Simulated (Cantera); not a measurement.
Input (Python, Cantera):

```python
import numpy as np
import cantera as ct

gas = ct.Solution("gri30.yaml")
gas.TPX = 650, 30000, {'CH4': 1, 'O2': 1.33, 'N2': 4.93}
flame = ct.FreeFlame(gas, width=0.093)
flame.set_refine_criteria(ratio=3, slope=0.08, curve=0.16)
flame.transport_model = "mixture-averaged"
flame.solve(loglevel=0, auto=True)
flame.transport_model = "multicomponent"
flame.soret_enabled = False
flame.solve(loglevel=0, refine_grid=True)
z, T = flame.grid, flame.T
thick = (T[-1] - T[0]) / np.gradient(T, z).max()
show = ['CH4', 'O2', 'H', 'CH2O', 'C2H', 'HO2']
print(f"laminar burning velocity  {flame.velocity[0] * 100:.3f} cm/s")
print(f"burnt temperature         {T[-1]:.1f} K")
print(f"thermal thickness         {thick * 1e3:.4f} mm")
print(f"grid points               {len(z)}")
z0 = z[flame.heat_release_rate.argmax()]
print(f"{'z/mm':>9s}{'T/K':>9s}{'u/(m/s)':>9s}" + "".join(f"{s:>11s}" for s in show))
rows = []
for k in (-3, -2, -1.5, -1, -0.5, -0.25, 0, 0.25, 0.5, 1, 2, 4, 8):
    zz = z0 + k * thick
    rows.append([k * thick, np.interp(zz, z, T), np.interp(zz, z, flame.velocity),
                 *(np.interp(zz, z, flame.X[gas.species_index(s)]) for s in show)])
    print(f"{rows[-1][0] * 1e3:9.3f}{rows[-1][1]:9.1f}{rows[-1][2]:9.3f}" + "".join(f"{x:11.3e}" for x in rows[-1][3:]))
```

Result:

```
laminar burning velocity  97.853 cm/s
burnt temperature         2142.1 K
thermal thickness         1.4549 mm
grid points               138
     z/mm      T/K  u/(m/s)        CH4         O2          H       CH2O        C2H        HO2
   -4.365    650.5    0.983  1.372e-01  1.824e-01  3.563e-11  2.657e-07 -5.197e-19  1.417e-07
   -2.910    656.2    0.998  1.358e-01  1.808e-01  1.031e-08  5.501e-06  1.390e-19  2.031e-06
   -2.182    673.3    1.032  1.335e-01  1.783e-01  1.815e-07  2.550e-05  4.796e-17  7.316e-06
   -1.455    762.7    1.187  1.249e-01  1.697e-01  4.364e-06  1.608e-04  1.764e-14  2.211e-05
   -0.727   1155.3    1.848  8.769e-02  1.311e-01  1.141e-04  8.635e-04  3.296e-10  5.384e-05
   -0.364   1510.8    2.460  5.002e-02  8.800e-02  7.391e-04  1.129e-03  4.861e-08  8.877e-05
    0.000   1837.0    3.037  1.615e-02  4.115e-02  3.016e-03  6.183e-04  1.213e-06  4.332e-05
    0.364   2011.7    3.346  3.207e-03  1.400e-02  5.820e-03  1.991e-04  3.197e-06  6.999e-06
    0.727   2074.6    3.451  6.328e-04  4.250e-03  7.267e-03  5.601e-05  2.355e-06  9.212e-07
    1.455   2103.4    3.493  4.790e-05  4.932e-04  7.730e-03  5.667e-06  5.668e-07  7.325e-08
    2.910   2111.9    3.502  1.690e-06  1.181e-04  7.406e-03  2.260e-07  3.613e-08  2.784e-08
    5.820   2117.3    3.509  1.937e-08  9.609e-05  6.849e-03  3.152e-09  4.069e-10  2.361e-08
   11.640   2124.6    3.519  9.679e-11  7.463e-05  6.018e-03  7.817e-10  1.687e-12  1.885e-08
```

Cantera simulation using GRI-Mech 3.0 (53 species, 325 reactions); the numbers are that mechanism's predictions, not measurements. Burning velocities carry a grid error of a few per cent, more on coarse grids.
